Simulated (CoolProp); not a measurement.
Vapour-liquid equilibrium of C2F6 (R116) (1) + R22 (2) at 0.223 MPa; x and y are mole fractions of (1).

The numbers come from the multi-fluid Helmholtz-energy mixture model, Lemmon 2006 and Kamei 1995; pair parameters Bell 2016 in CoolProp.

Q: Give the bubble temperature and the first vapour's composition at x = 0.15, 0.35, 0.55. Is there an azeotrope?

A: x = 0.15: -52.5 °C, y = 0.760; x = 0.35: -58.1 °C, y = 0.835; x = 0.55: -59.2 °C, y = 0.851. No azeotrope shows between x = 0.05 and 0.95.

Pair parameters are fitted to limited data, so mixtures are less certain than the pure fluids. With so large a gap from Raoult's law the liquid may split in two, which this calculation doesn't test in full.
